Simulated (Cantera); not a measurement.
**Premixed flame**

A freely propagating, adiabatic, planar premixed flame of 19.7 % H₂, 15.8 % O₂, 59.6 % N₂, 4.92 % H₂O, unburnt at 525 K and 1.01 bar; mixture-averaged transport, grid criteria slope 0.08 and curve 0.16, no radiation.

Cantera simulation using the H2/O2 subset of GRI-Mech 3.0, which has no nitrogen chemistry; the numbers are that mechanism's predictions, not measurements. Burning velocities carry a grid error of a few per cent, more on coarse grids. Lean hydrogen flames are cellular in practice and burn faster than this planar one.

```tsv
z (mm)	T (K)	u (m/s)	x H₂	x O₂	x H₂O	x H₂O₂	x H	x OH
-1.15	525	2.66	0.197	0.158	0.0492	<1e-8	<1e-8	<1e-8
-0.766	525	2.66	0.196	0.159	0.0492	<1e-8	<1e-8	<1e-8
-0.574	525	2.66	0.196	0.159	0.0492	<1e-8	<1e-8	<1e-8
-0.383	526	2.66	0.193	0.159	0.0495	2.44e-7	<1e-8	<1e-8
-0.191	582	2.87	0.169	0.162	0.0552	2.43e-5	4.86e-5	4.95e-5
-0.0957	823	3.95	0.129	0.154	0.0844	3.83e-5	0.00178	0.000643
0	1168	5.50	0.0741	0.126	0.146	1.25e-5	0.00878	0.00222
0.0957	1420	6.64	0.0326	0.0932	0.204	5.38e-6	0.0137	0.00583
0.191	1561	7.27	0.0170	0.0779	0.229	3.06e-6	0.0125	0.00847
0.383	1702	7.89	0.0102	0.0710	0.243	1.51e-6	0.00754	0.00984
0.766	1815	8.36	0.00629	0.0687	0.253	7.84e-7	0.00322	0.00908
1.53	1889	8.66	0.00310	0.0679	0.261	4.43e-7	0.00102	0.00697
3.06	1928	8.82	0.00121	0.0680	0.265	2.48e-7	0.000237	0.00459
```
x: mole fraction of selected species; z is measured from the peak of heat release.

```yaml
laminar_burning_velocity: 266 cm/s
thermal_thickness: 0.383 mm
peak x(H₂O₂): 4.16e-5
peak x(H): 0.0138
peak x(OH): 0.00985
grid_points: 110
```
